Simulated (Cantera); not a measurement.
A freely propagating, adiabatic, planar premixed flame of CH4 : O2 : N2 = 1 : 2.33 : 10.9 (molar parts), unburnt at 575 K and 420000 Pa; mixture-averaged transport, grid criteria slope 0.08 and curve 0.16, no radiation.

Detailed kinetics in Cantera: GRI-Mech 3.0 (53 species, 325 reactions). Burning velocities carry a grid error of a few per cent, more on coarse grids.

### Question
What does this change do: 0.064 parts H2 added?

### Answer
```tsv
quantity	before	after
laminar burning velocity	37.5 cm/s	40.0 cm/s
thermal thickness	0.183 mm	0.176 mm
peak x(CH3)	0.000882	0.000923
peak x(O)	0.00132	0.00138
peak x(CO)	0.0248	0.0255
peak x(CH2CO)	0.000119	0.000116
```

### Question
What does this change do: inlet temperature 575 to 523 K?

### Answer
```json
[
 {"quantity": "laminar burning velocity", "before": "37.5 cm/s", "after": "29.3 cm/s"},
 {"quantity": "thermal thickness", "before": "0.183 mm", "after": "0.203 mm"},
 {"quantity": "peak x(CH3)", "before": "0.000882", "after": "0.000782"},
 {"quantity": "peak x(O)", "before": "0.00132", "after": "0.00113"},
 {"quantity": "peak x(CO)", "before": "0.0248", "after": "0.0232"},
 {"quantity": "peak x(CH2CO)", "before": "0.000119", "after": "0.000114"}
]
```
